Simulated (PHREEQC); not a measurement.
# Leach liquor (model solution)

A solution holds 0.022 mol/kgw H2SO4, 0.018 mol/kgw NiSO4 and 0.00087 mol/kgw MgSO4, at 51 °C. Closed to the air; pH follows from the charge balance.

The numbers come from PHREEQC with the ion-association model, wateq4f.dat.

Each row changes one thing in this solution. This is a speciation only: nothing precipitates in the calculation.

| case | pH | ionic strength (mol/kgw) | HSO4- (mol/kgw) | SO4-2 (mol/kgw) | Ni+2 (mol/kgw) | NiSO4 (mol/kgw) | SI of Morenosite (NiSO4:7H2O) |
|---|---|---|---|---|---|---|---|
| as made | 1.73 | 0.0733 | 0.0217 | 0.0129 | 0.0122 | 0.00575 | -2.43 |
| MgSO4 left out | 1.73 | 0.0719 | 0.0216 | 0.0127 | 0.0123 | 0.00572 | -2.43 |
| temperature from 51 to 65 °C | 1.78 | 0.0701 | 0.0239 | 0.0111 | 0.0126 | 0.00542 | -2.58 |
| MgSO4 replaced by MnSO4 at the same molality | 1.73 | 0.0736 | 0.0218 | 0.0130 | 0.0122 | 0.00576 | -2.43 |
| 0.0021 mol/kgw HBr added | 1.71 | 0.0749 | 0.0223 | 0.0126 | 0.0124 | 0.00557 | -2.44 |
| diluted 100-fold with water | 3.40 | 0.00132 | 2.38e-5 | 0.000373 | 0.000169 | 1.08e-5 | -5.16 |
| 0.00081 mol/kgw Na2SO4 added | 1.74 | 0.0748 | 0.0220 | 0.0134 | 0.0122 | 0.00583 | -2.42 |

Away from 25 °C the constants follow the database's enthalpies or fits; those with neither stay at their 25 °C values.
